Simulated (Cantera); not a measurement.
**Cu2O + H2 (hydrogen reduction and annealing atmospheres)**

A closed system holds: 1 mol Cu2O, 370 mol H2.

Equilibrium computed with Cantera from the NASA thermochemical tables; the gas is ideal and each condensed phase is pure. Candidate condensed phases: Cu, CuO, Cu(OH)2, Cu2O, H2O; 12 gas species. Kinetics and transport are ignored.

Stable condensed phases:

```
T in K \ P in Pa
              10      32     100     320    1000    3200   10000   32000  100000  320000 1000000
   1948        A       A       A       A       A       A       A       A       B       B       B
   1898        A       A       A       A       A       A       A       B       B       B       B
   1848        A       A       A       A       A       A       A       B       B       B       B
   1798        A       A       A       A       A       A       B       B       B       B       B
   1748        A       A       A       A       A       A       B       B       B       B       B
   1698        A       A       A       A       A       B       B       B       B       B       B
   1648        A       A       A       A       A       B       B       B       B       B       B
   1598        A       A       A       A       B       B       B       B       B       B       B
   1548        A       A       A       A       B       B       B       B       B       B       B
   1498        A       A       A       B       B       B       B       B       B       B       B
   1448        A       A       B       B       B       B       B       B       B       B       B
```

A: gas only; B: Cu.
